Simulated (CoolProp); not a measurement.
Vapour-liquid equilibrium of dimethyl ether (1) + R236FA (2) at 343.7 K; x and y are mole fractions of (1).

Computed with CoolProp (multi-fluid Helmholtz-energy mixture model, Wu 2011 and Pan 2012; pair parameters Bell 2016).

Problem. Give the bubble pressure and the first vapour's composition at x = 0.15, 0.55, 0.95. Is there an azeotrope?

Solution. x = 0.15: 10.11 bar, y = 0.165; x = 0.55: 12.11 bar, y = 0.658; x = 0.95: 17.47 bar, y = 0.979. No azeotrope shows between x = 0.05 and 0.95.

Pair parameters are fitted to limited data, so mixtures are less certain than the pure fluids.
